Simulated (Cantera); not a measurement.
Feed: 1 mol C3H8, 0.034 mol CO2, 1.7 mol N2, held at 0.133 bar.

These are equilibrium values from Cantera (NASA tables, ideal gas, pure condensed phases), not measurements of a reactor. Candidate condensed phases: C, C6H6, C7H8, C8H18, H2O; 136 gas species. The numbers say what is thermodynamically allowed, not how fast it happens.

log p: log10 of the partial pressure in bar; n: condensed amount in mol.

```csv
T (K),log p H2,log p N2,log p CH4,log p CO,log p H2O,log p CO2,log p NH3,n C(graphite)
898,-1.05,-1.40,-2.60,-2.89,-3.54,-5.01,-5.18,2.87
923,-1.05,-1.40,-2.73,-2.86,-3.71,-5.21,-5.26,2.89
948,-1.04,-1.40,-2.85,-2.84,-3.89,-5.43,-5.34,2.91
973,-1.04,-1.40,?,-2.83,?,?,?,2.92
998,-1.04,-1.40,-3.09,-2.82,-4.25,-5.86,-5.49,2.93
1023,-1.04,-1.40,?,-2.81,?,?,?,2.94
1048,-1.04,-1.40,-3.31,-2.81,-4.57,-6.27,-5.62,2.95
```

Problem. What belongs in the gaps?

Solution. 
- 973, log p CH4: -2.97
- 973, log p H2O: -4.07
- 973, log p CO2: -5.65
- 973, log p NH3: -5.42
- 1023, log p CH4: -3.20
- 1023, log p H2O: -4.41
- 1023, log p CO2: -6.07
- 1023, log p NH3: -5.56
